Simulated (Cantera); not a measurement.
Predominance diagram of Ba at 1352 °C against the partial pressures of O2 and H2O (log10, bar). Cantera with NASA thermochemical tables; ideal gases at 1 bar, condensed phases pure. Candidates: Ba(l), BaO(s), Ba(OH)2(l). Only these pure phases compete in this equilibrium. Not in the tables: the peroxide.

```
log p(H2O) \ log p(O2)
        columns: -27, -25.4, -23.8, -22.2, -20.6, -19.1, -17.5, -15.9, -14.3, -12.7, -11.1, -9.5, -7.9, -6.4, -4.8, -3.2, -1.6, 0
      0  A A A A A A A A A A B B B B B B B B
   -1.4  A A A A A A A A B B B B B B B B B B
   -2.8  A A A A A A B B B B B B B B B B B B
   -4.1  A A A A A B B B B B B B B B B B B B
   -5.5  A A A B B B B B B B B B B B B B B B
   -6.9  A B B B B B B B B B B B B B B B B B
   -8.2  C B B B B B B B B B B B B B B B B B
   -9.6  C B B B B B B B B B B B B B B B B B
    -11  C B B B B B B B B B B B B B B B B B
```

A: out of reach (another gas would pass 10 bar, or a non-metal would condense); B: BaO(s); C: Ba(l).
